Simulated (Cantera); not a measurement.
Input: 1 mol Si, 3.4 mol F2, 1.9 mol H2, at 600 °C and 1000 Pa.

Method: chemical equilibrium by Gibbs-energy minimisation in Cantera with the NASA 1993 tables (ideal gas, pure condensed phases). Candidate condensed phases: Si; 25 gas species. Equilibrium is a limit: real reactors are often held back by kinetics, nucleation or transport.

Base state: HF 0.651, SiF4 0.233, H2 0.116 (mole fractions); condensed: gas only.

Question: What changes in the equilibrium state with this change: 1.8 mol Cl2 added?

Answer: 
```
species  before     after
-------  ------  --------
HF        0.651     0.459
Cl2           0     0.213
HCl           0     0.164
H2        0.116     <1e-9
SiF4      0.233     0.164
Cl            0  0.000204
```

Question: What changes in the equilibrium state with this change: F2 from 3.4 to 2 mol?

Answer: 
| species | before | after |
|---|---|---|
| H2 | 0.116 | 0.655 |
| SiF4 | 0.233 | 0.345 |
| HF | 0.651 | 0.000212 |
| SiHF3 | 8.21e-9 | 0.000210 |
